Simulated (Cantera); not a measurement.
## Gas-phase reforming

An isothermal, constant-pressure homogeneous reactor starts with CH₄ : H₂O = 0.3 : 4.9 (molar parts), at 1975 K and 24000 Pa.

Model: GRI-Mech 3.0 (53 species, 325 reactions), integrated in Cantera.

```
t (s)       x CH₄  x H₂O     x CO₂    x CH₂O      x O₂
--------  -------  -----  --------  --------  --------
2.00e-5    0.0568  0.942  2.20e-11   2.66e-6  3.68e-10
0.000138   0.0487  0.936   3.30e-6  0.000263   3.26e-7
0.000946   0.0133  0.877   0.00193  0.000109   5.49e-6
0.00650   0.00216  0.789    0.0205   1.16e-5   4.09e-6
0.0447    7.31e-8  0.767    0.0252  8.13e-10   4.07e-6
0.308      <1e-12  0.767    0.0252  4.66e-10   4.36e-6
2.11       <1e-12  0.767    0.0252  4.66e-10   4.36e-6
14.5       <1e-12  0.767    0.0252  4.66e-10   4.36e-6
100        <1e-12  0.767    0.0252  4.66e-10   4.36e-6
```
x: mole fraction; the columns are a selection and need not sum to one.

Equilibrium at this temperature and pressure: CH₄ <1e-12, H₂O 0.767, CO₂ 0.0252, CH₂O 4.66e-10, O₂ 4.36e-6 (gas phase only).
